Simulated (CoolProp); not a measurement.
Vapour-liquid equilibrium of R152A (1) + isobutene (2) at 343.9 K; x and y are mole fractions of (1).

Values from CoolProp's multi-fluid Helmholtz-energy mixture model, Outcalt 1996 and Lemmon 2005; pair parameters Bell 2016.

Task: Give the bubble pressure and the first vapour's composition at x = 0.35, 0.5, 0.575. Is there an azeotrope?

Result: x = 0.35: 15.90 bar, y = 0.499; x = 0.5: 17.35 bar, y = 0.609; x = 0.575: 17.92 bar, y = 0.660. y crosses x between x = 0.875 and 0.95: the model has an azeotrope there.

Pair parameters are fitted to limited data, so mixtures are less certain than the pure fluids.
